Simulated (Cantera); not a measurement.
Mixture: C₃H₈ : O₂ : N₂ = 1 : 12.2 : 45.9 (molar parts), at 360 Torr, adiabatic and at constant pressure. Ignition delay is the time to a rise of 400 K.

Model: GRI-Mech 3.0 (53 species, 325 reactions), integrated in Cantera. GRI-Mech 3.0 was tuned for natural gas; its chemistry of propane as a main component is partial and can be far from experiment. Where the delays flatten at high temperature, the 400 K rule measures the pace of heat release, not the induction time.

Predict: delay at 1273 K; delay at 1373 K; delay at 1473 K; delay at 1573 K; delay at 1673 K; delay at 1773 K; delay at 1873 K.


| Quantity | Result |
|---|---|
| delay at 1273 K | 1.91 ms |
| delay at 1373 K | 0.437 ms |
| delay at 1473 K | 0.154 ms |
| delay at 1573 K | 77.3 µs |
| delay at 1673 K | 63.8 µs |
| delay at 1773 K | 76.8 µs |
| delay at 1873 K | 0.107 ms |
